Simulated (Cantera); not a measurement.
Charge: 1 mol SiF4, a varied amount of H2, equilibrated at 6.20 mbar.

These are equilibrium values from Cantera (NASA tables, ideal gas, pure condensed phases), not measurements of a reactor. Candidate condensed phases: Si; 25 gas species. The tables' values for SiF2, SiF3 are old estimates. Equilibrium is a limit: real reactors are often held back by kinetics, nucleation or transport.

Stable condensed phases, one row left out:

```
T in °C \ n(H2) in mol
          120  360  610  860 1100 1400 1600 1900
   2127     A    A    A    A    A    A    A    A
   1977     A    A    A    A    A    A    A    A
   1827     A    A    A    A    A    A    A    A
   1677     A    A    A    A    A    A    A    A
   1527     A    A    A    A    A    A    A    A
   1227     A    A    A    A    A    B    B    B
   1077     A    A    A    A    A    A    A    B
    927     A    A    A    A    A    A    A    A
    777     A    A    A    A    A    A    A    A
    627     A    A    A    A    A    A    A    A
```

A: gas only; B: Si.

Task: Give the row for 1377 °C.

Result: 120: gas only; 360: gas only; 610: gas only; 860: gas only; 1100: gas only; 1400: Si; 1600: Si; 1900: Si.
